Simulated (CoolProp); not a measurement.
Vapour-liquid equilibrium of n-hexane (1) + toluene (2) at 42.25 °C; x and y are mole fractions of (1).

Values from CoolProp's multi-fluid Helmholtz-energy mixture model, Thol 2019 and Lemmon 2006; pair parameters Bell 2016.

```json
[
 {"x": "0.05", "bubble pressure (MPa)": "0.01146", "y at the bubble point": "0.273", "dew pressure at overall composition x (MPa)": "0.009144", "liquid density (mol/L)": "9.080"},
 {"x": "0.2", "bubble pressure (MPa)": "0.01807", "y at the bubble point": "0.601", "dew pressure at overall composition x (MPa)": "0.01059", "liquid density (mol/L)": "8.782"},
 {"x": "0.35", "bubble pressure (MPa)": "0.02317", "y at the bubble point": "0.735", "dew pressure at overall composition x (MPa)": "0.01256", "liquid density (mol/L)": "8.499"},
 {"x": "0.5", "bubble pressure (MPa)": "0.02748", "y at the bubble point": "0.817", "dew pressure at overall composition x (MPa)": "0.01538", "liquid density (mol/L)": "8.228"},
 {"x": "0.65", "bubble pressure (MPa)": "0.03143", "y at the bubble point": "0.878", "dew pressure at overall composition x (MPa)": "0.01968", "liquid density (mol/L)": "7.970"},
 {"x": "0.8", "bubble pressure (MPa)": "0.03530", "y at the bubble point": "0.932", "dew pressure at overall composition x (MPa)": "0.02651", "liquid density (mol/L)": "7.724"},
 {"x": "0.95", "bubble pressure (MPa)": "0.03926", "y at the bubble point": "0.983", "dew pressure at overall composition x (MPa)": "0.03667", "liquid density (mol/L)": "7.489"}
]
```

No azeotrope shows between x = 0.05 and 0.95.

Pair parameters are fitted to limited data, so mixtures are less certain than the pure fluids.
